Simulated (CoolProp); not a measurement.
Vapour-liquid equilibrium of n-octane (1) + p-xylene (2) at 0.829 bar; x and y are mole fractions of (1).

Model: multi-fluid Helmholtz-energy mixture model, Beckmüller 2019 and Zhou 2012; pair parameters Bell 2016, in CoolProp.

| x | bubble temperature (K) | y at the bubble point | dew temperature at overall composition x (K) | liquid density (mol/L) |
|---|---|---|---|---|
| 0.05 | 402.8 | 0.083 | 403.3 | 7.054 |
| 0.15 | 400.5 | 0.224 | 401.7 | 6.846 |
| 0.25 | 398.7 | 0.341 | 400.1 | 6.646 |
| 0.35 | 397.2 | 0.443 | 398.6 | (withheld) |
| 0.45 | 396.0 | 0.536 | 397.1 | (withheld) |
| 0.55 | 395.0 | 0.623 | 395.8 | (withheld) |
| 0.65 | 394.1 | 0.707 | (withheld) | 5.932 |
| 0.75 | 393.3 | 0.790 | 393.6 | 5.774 |
| 0.85 | (withheld) | 0.873 | 392.8 | 5.623 |
| 0.95 | 392.0 | (withheld) | 392.0 | 5.479 |

Task: What belongs in the gaps?

Result: 
- 0.35, liquid density (mol/L): 6.455
- 0.45, liquid density (mol/L): 6.272
- 0.55, liquid density (mol/L): 6.098
- 0.65, dew temperature at overall composition x (K): 394.7
- 0.85, bubble temperature (K): 392.6
- 0.95, y at the bubble point: 0.957

No azeotrope shows between x = 0.05 and 0.95.

The pair parameters rest on a limited set of measurements; away from them the model extrapolates.
